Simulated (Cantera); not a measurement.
A perfectly stirred reactor is fed with 3.63 % CH4, 0.979 % H2, 12.3 % O2, 83.1 % N2, equivalence ratio 0.63, at 0.630 bar; it is adiabatic with a 550 K inlet, and is followed from long to short residence time, starting on the burning branch (τ in s: 0.15, 0.042, 0.012, 0.0034, 0.00095, 0.00027, 7.6e-05, 2.1e-05, 6e-06).

Cantera simulation using GRI-Mech 3.0 (53 species, 325 reactions); the numbers are that mechanism's predictions, not measurements.

### Question
Predict: blow-out, bracketed by the residence times tried; x(CH4) at τ = 0.150 s; x(H2) at τ = 0.150 s; x(O2) at τ = 0.150 s; x(HCN) at τ = 0.150 s; x(OH) at τ = 0.150 s; x(CH4) at τ = 0.950 ms; x(H2) at τ = 0.950 ms; x(O2) at τ = 0.950 ms.

### Answer
```
Item                                                                           Result
------------------------------------------------  -----------------------------------
blow-out, bracketed by the residence times tried  burning at 3.40 ms, out at 0.950 ms
x(CH4) at τ = 0.150 s                                                         2.10e-5
x(H2) at τ = 0.150 s                                                         0.000113
x(O2) at τ = 0.150 s                                                           0.0462
x(HCN) at τ = 0.150 s                                                         2.04e-9
x(OH) at τ = 0.150 s                                                         0.000486
x(CH4) at τ = 0.950 ms                                                         0.0363
x(H2) at τ = 0.950 ms                                                         0.00979
x(O2) at τ = 0.950 ms                                                           0.123
```
